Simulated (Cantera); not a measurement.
An isothermal plug-flow reactor at 525 K and 180000 Pa (inlet), inlet velocity 1.6 m/s, active area per volume 20000 1/m; feed H2 : O2 : N2 = 0.0052 : 0.029 : 0.79 (molar parts), equivalence ratio 0.090.

Cantera simulation using Deutschmann's 1995 Pt surface mechanism with GRI-Mech 3.0 gas chemistry; the numbers are that mechanism's predictions, not measurements. Catalytic surfaces can have several steady states; this one follows from the mechanism file's or the stated starting coverage. Mass transfer to the wall is taken as infinitely fast.

**Question.** Predict: x(H2) at z = 0.0037 m; x(O2) at z = 0.0037 m; x(H2O) at z = 0.0037 m; θ(O*) at the exit; θ(OH*) at the exit.

**Answer.** 
```json
{
  "x(H2) at z = 0.0037 m": "1.64e-5",
  "x(O2) at z = 0.0037 m": "0.0321",
  "x(H2O) at z = 0.0037 m": "0.00631",
  "θ(O*) at the exit": "0.996",
  "θ(OH*) at the exit": "0.00281"
}
```
